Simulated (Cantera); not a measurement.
## Thermodynamics of carbothermic reduction, feed Fe2O3 + CO + H2 + C

Feed: 1 mol Fe2O3, 2.7 mol CO, 5.8 mol H2, 1.7 mol C, at 1875 K.

These are equilibrium values from Cantera (NASA tables, ideal gas, pure condensed phases), not measurements of a reactor. Candidate condensed phases: C, C6H6, C7H8, C8H18, Fe, Fe(CO)5, FeO, Fe(OH)2, Fe(OH)3, Fe2O3, Fe3O4, H2O; 114 gas species. The numbers say what is thermodynamically allowed, not how fast it happens.

```json
[
 {"P (Pa)": "10", "x H2": "0.362", "x CO": "0.334", "x Fe": "0.160", "x H2O": "0.0842", "x H": "0.0394", "x CO2": "0.0189", "n Fe(l)": "0"},
 {"P (Pa)": "36", "x H2": "0.374", "x CO": "0.338", "x Fe": "0.162", "x H2O": "0.0856", "x H": "0.0211", "x CO2": "0.0188", "n Fe(l)": "0"},
 {"P (Pa)": "130", "x H2": "0.426", "x CO": "0.381", "x Fe": "0.0624", "x H2O": "0.0972", "x H": "0.0119", "x CO2": "0.0211", "n Fe(l)": "1.31"},
 {"P (Pa)": "460", "x H2": "0.451", "x CO": "0.400", "x Fe": "0.0176", "x H2O": "0.102", "x H": "0.00649", "x CO2": "0.0221", "n Fe(l)": "1.82"},
 {"P (Pa)": "1700", "x H2": "0.459", "x CO": "0.406", "x Fe": "0.00477", "x H2O": "0.104", "x H": "0.00341", "x CO2": "0.0224", "n Fe(l)": "1.95"},
 {"P (Pa)": "6000", "x H2": "0.462", "x CO": "0.408", "x Fe": "0.00135", "x H2O": "0.105", "x H": "0.00182", "x CO2": "0.0225", "n Fe(l)": "1.99"},
 {"P (Pa)": "22000", "x H2": "0.463", "x CO": "0.409", "x Fe": "0.000369", "x H2O": "0.105", "x H": "0.000951", "x CO2": "0.0225", "n Fe(l)": "2.00"},
 {"P (Pa)": "77000", "x H2": "0.463", "x CO": "0.409", "x Fe": "0.000105", "x H2O": "0.105", "x H": "0.000508", "x CO2": "0.0225", "n Fe(l)": "2.00"},
 {"P (Pa)": "280000", "x H2": "0.463", "x CO": "0.409", "x Fe": "2.90e-5", "x H2O": "0.105", "x H": "0.000267", "x CO2": "0.0225", "n Fe(l)": "2.00"},
 {"P (Pa)": "1000000", "x H2": "0.464", "x CO": "0.409", "x Fe": "8.11e-6", "x H2O": "0.105", "x H": "0.000141", "x CO2": "0.0225", "n Fe(l)": "2.00"}
]
```
x: gas mole fraction; n: condensed amount in mol.

From 0.000100 bar to 0.000360 bar nothing is condensed. From 0.00130 bar to 10.0 bar the condensed part is Fe(l). The main Fe-bearing gas is Fe at 0.000100 bar and Fe(OH)2 at 10.0 bar.
